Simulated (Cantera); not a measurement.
An adiabatic, constant-pressure homogeneous reactor starts with H₂ : O₂ : N₂ = 1 : 0.602 : 3.67 (molar parts), equivalence ratio 0.83, at 1025 K and 5.00 bar. Integrator tolerance rtol = 1e-08.

Computed with Cantera and GRI-Mech 3.0 (53 species, 325 reactions). The hydrogen kinetics of GRI-Mech 3.0 are dated; newer H2 mechanisms differ, most at raised pressure.

Task: What does this change do: pressure from 5.00 bar to 1.00 bar?

Result: 
```
quantity                                                              before                                      after
---------------------------------  -----------------------------------------  -----------------------------------------
time of steepest temperature rise                                    7.30 ms                                   0.266 ms
temperature at 2.00 s                                                 2345 K                                     2322 K
equilibrium temperature                                               2345 K                                     2322 K
x(H₂) at 2.00 s                      0.00181 (gas-phase equilibrium 0.00181)    0.00347 (gas-phase equilibrium 0.00347)
x(O₂) at 2.00 s                        0.0184 (gas-phase equilibrium 0.0184)      0.0188 (gas-phase equilibrium 0.0188)
x(NO) at 2.00 s                      0.00504 (gas-phase equilibrium 0.00504)    0.00485 (gas-phase equilibrium 0.00485)
x(O) at 2.00 s                     0.000391 (gas-phase equilibrium 0.000391)  0.000776 (gas-phase equilibrium 0.000776)
x(NO₂) at 2.00 s                     3.52e-6 (gas-phase equilibrium 3.52e-6)    1.58e-6 (gas-phase equilibrium 1.58e-6)
x(H₂O₂) at 2.00 s                    3.07e-7 (gas-phase equilibrium 3.07e-7)    1.29e-7 (gas-phase equilibrium 1.29e-7)
```

Task: What does this change do: constant volume in place of constant pressure?

Result: 
```
quantity                                                              before                                      after
---------------------------------  -----------------------------------------  -----------------------------------------
time of steepest temperature rise                                    7.30 ms                                    6.92 ms
temperature at 2.00 s                                                 2345 K                                     2605 K
equilibrium temperature                                               2345 K                                     2605 K
x(H₂) at 2.00 s                      0.00181 (gas-phase equilibrium 0.00181)    0.00436 (gas-phase equilibrium 0.00436)
x(O₂) at 2.00 s                        0.0184 (gas-phase equilibrium 0.0184)      0.0172 (gas-phase equilibrium 0.0172)
x(NO) at 2.00 s                      0.00504 (gas-phase equilibrium 0.00504)    0.00776 (gas-phase equilibrium 0.00776)
x(O) at 2.00 s                     0.000391 (gas-phase equilibrium 0.000391)  0.000925 (gas-phase equilibrium 0.000925)
x(NO₂) at 2.00 s                     3.52e-6 (gas-phase equilibrium 3.52e-6)    6.04e-6 (gas-phase equilibrium 6.04e-6)
x(H₂O₂) at 2.00 s                    3.07e-7 (gas-phase equilibrium 3.07e-7)    7.80e-7 (gas-phase equilibrium 7.80e-7)
```
